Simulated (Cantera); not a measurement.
Feed: 1 mol Fe, 8.4 mol H2O, 8.3 mol N2, at 625 K and 1500 Torr.

Method: chemical equilibrium by Gibbs-energy minimisation in Cantera with the NASA 1993 tables (ideal gas, pure condensed phases). Candidate condensed phases: Fe, FeO, Fe(OH)2, Fe(OH)3, Fe2O3, Fe3O4, H2O; 27 gas species. Kinetics and transport are ignored.

Base state: N2 0.497, H2O 0.424, H2 0.0786, NH3 0.000855 (mole fractions); condensed: Fe3O4(s).

**Question.** What changes in the equilibrium state with this change: Fe replaced by Pb?

**Answer.** 
```tsv
species	before	after
H2O	0.424	0.503
N2	0.497	0.497
H2	0.0786	1.11e-5
NH3	0.000855	1.44e-9
Fe3O4(s), mol	0.333	0
Pb(l), mol	0	1.000
PbO(red), mol	0	0.000186
```
Further candidate phases: Pb, PbO, PbO2, Pb3O4.
